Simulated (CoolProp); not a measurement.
Model: reference Helmholtz-energy equation of state, Lemmon 2006, in CoolProp. It is a short technical equation, of lower accuracy than the large ones.

Problem. For acetone, give the phase and the Z, isothermal compressibility (1/MPa), expansivity (1/kK) at 276.85 °C and 26.8 MPa.

Solution. 
- 276.85 °C and 26.8 MPa: supercritical; Z 0.634, isothermal compressibility 0.00778, expansivity 2.30
